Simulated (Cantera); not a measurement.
Cantera run, input and output.

```python
import numpy as np
import cantera as ct

gas = ct.Solution("gri30.yaml")
gas.TPX = 748, 1000000, {'CH3OH': 1, 'O2': 1.61, 'N2': 6.06}
inlet = ct.Reservoir(gas, clone=True)
gas.equilibrate("HP")  # start burning
reactor = ct.IdealGasConstPressureReactor(gas, energy="on", clone=False)
exhaust = ct.Reservoir(gas, clone=True)
tau = [0.24, 0.1, 0.044, 0.019, 0.0079, 0.0033, 0.0014, 0.0006, 0.00025, 0.00011, 4.5e-05, 1.9e-05, 8.1e-06][0]
for a, b in ((inlet, reactor), (reactor, exhaust)):
    ct.MassFlowController(a, b, mdot=lambda t: reactor.mass / tau)
net = ct.ReactorNet([reactor])
show = ['CH3OH', 'O2', 'CH2', 'CO', 'OH', 'CO2', 'C2H4']

rows = []
print(f"{'tau/s':>10s}{'T/K':>9s}" + "".join(f"{s:>11s}" for s in show))
for tau in [0.24, 0.1, 0.044, 0.019, 0.0079, 0.0033, 0.0014, 0.0006, 0.00025, 0.00011, 4.5e-05, 1.9e-05, 8.1e-06]:
    net.initial_time = 0.0
    net.advance(30 * tau)
    before = gas.X
    net.advance(40 * tau)
    drift = np.max(np.abs(gas.X - before) / (gas.X + 1e-9))
    rows.append([gas.T, *gas[show].X, drift])
    print(f"{tau:10.3e}{gas.T:9.1f}" + "".join(f"{x:11.3e}" for x in gas[show].X))
```

Result:

```
     tau/s      T/K      CH3OH         O2        CH2         CO         OH        CO2       C2H4
 2.400e-01   2463.1  2.946e-08  1.356e-02  1.325e-09  8.274e-03  5.313e-03  9.997e-02  8.734e-15
 1.000e-01   2463.1  7.050e-08  1.363e-02  3.167e-09  8.289e-03  5.327e-03  9.995e-02  4.964e-14
 4.400e-02   2463.2  1.593e-07  1.377e-02  7.142e-09  8.323e-03  5.357e-03  9.992e-02  2.495e-13
 1.900e-02   2463.3  3.645e-07  1.405e-02  1.626e-08  8.403e-03  5.419e-03  9.983e-02  1.262e-12
 7.900e-03   2462.6  8.565e-07  1.457e-02  3.764e-08  8.605e-03  5.541e-03  9.960e-02  6.462e-12
 3.300e-03   2459.5  1.974e-06  1.535e-02  8.350e-08  9.078e-03  5.744e-03  9.908e-02  2.956e-11
 1.400e-03   2450.6  4.385e-06  1.636e-02  1.704e-07  1.008e-02  6.062e-03  9.798e-02  1.107e-10
 6.000e-04   2431.5  9.319e-06  1.774e-02  3.092e-07  1.195e-02  6.566e-03  9.593e-02  3.124e-10
 2.500e-04   2397.2  1.932e-05  1.978e-02  5.032e-07  1.511e-02  7.342e-03  9.245e-02  6.715e-10
 1.100e-04   2349.8  3.686e-05  2.242e-02  7.553e-07  1.928e-02  8.238e-03  8.784e-02  1.241e-09
 4.500e-05   2281.2  7.392e-05  2.620e-02  1.297e-06  2.516e-02  9.141e-03  8.130e-02  3.143e-09
 1.900e-05   2197.2  1.520e-04  3.117e-02  2.589e-06  3.263e-02  9.497e-03  7.296e-02  1.226e-08
 8.100e-06   2086.6  3.680e-04  3.921e-02  5.593e-06  4.415e-02  8.461e-03  6.008e-02  7.503e-08
```

Model: GRI-Mech 3.0 (53 species, 325 reactions), integrated in Cantera. GRI-Mech 3.0 was tuned for natural gas; its chemistry of methanol as a main component is partial and can be far from experiment.
